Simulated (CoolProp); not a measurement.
A single-stage vapour-compression cycle with R1224YDZ: evaporating at 313.15 K (dew point), condensing at 356.15 K (bubble point), superheat 10 K, subcooling 2 K, compressor efficiency 0.85, no pressure losses. Each further row changes one setting.

The numbers come from the reference Helmholtz-energy equation of state, Akasaka 2023 in CoolProp.

| case | cooling COP | pressure ratio | discharge temperature (K) | refrigerating effect (kJ/kg) | volumetric capacity (kJ/m³) |
|---|---|---|---|---|---|
| as stated | ? | 3.24 | 360.5 | 115 | 1670 |
| evaporating temperature 318.15 K | ? | 2.77 | ? | 118 | 2000 |
| condensing temperature 351.15 K | ? | 2.87 | 356.3 | 121 | 1770 |
| subcooling 7 K | ? | 3.24 | 360.5 | 121 | 1770 |
| superheat 20 K | 5.12 | 3.24 | 370.1 | 123 | ? |
| compressor efficiency 0.75 | 4.39 | 3.24 | ? | 115 | 1670 |

Question: Some entries are withheld; supply them.

Answer: 
- as stated, cooling COP: 4.98
- evaporating temperature 318.15 K, cooling COP: 5.89
- evaporating temperature 318.15 K, discharge temperature (K): 361.0
- condensing temperature 351.15 K, cooling COP: 5.85
- subcooling 7 K, cooling COP: 5.26
- superheat 20 K, volumetric capacity (kJ/m³): 1730
- compressor efficiency 0.75, discharge temperature (K): 363.5
